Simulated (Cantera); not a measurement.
Charge: 1 mol FeCl3, 1.5 mol H2O, 440 mol N2, equilibrated at 1375 K and 0.133 bar.

Method: chemical equilibrium by Gibbs-energy minimisation in Cantera with the NASA 1993 tables (ideal gas, pure condensed phases). Candidate condensed phases: Fe, FeCl2, FeCl3, FeO, Fe(OH)2, Fe(OH)3, Fe2O3, Fe3O4, H2O, NH4Cl; 37 gas species. Equilibrium is a limit: real reactors are often held back by kinetics, nucleation or transport.

Base state: N2 0.993, HCl 0.00501, H2O 0.000881, FeCl2 0.000774, O2 0.000255, Cl 0.000181, NO 2.46e-5 (mole fractions); condensed: Fe3O4(s).

**Question.** What changes in the equilibrium state with this change: N2 from 440 to 0.24 mol?

**Answer.** 
```
species          before    after
-------------  --------  -------
HCl             0.00501    0.719
H2O            0.000881    0.101
N2                0.993   0.0737
FeCl3           6.03e-6   0.0167
FeCl2          0.000774   0.0639
Fe2Cl4          8.72e-9  5.94e-5
Cl2             8.00e-6  0.00900
O2             0.000255  0.00995
Fe3O4(s), mol     0.218        0
Fe2O3(s), mol         0    0.369
```
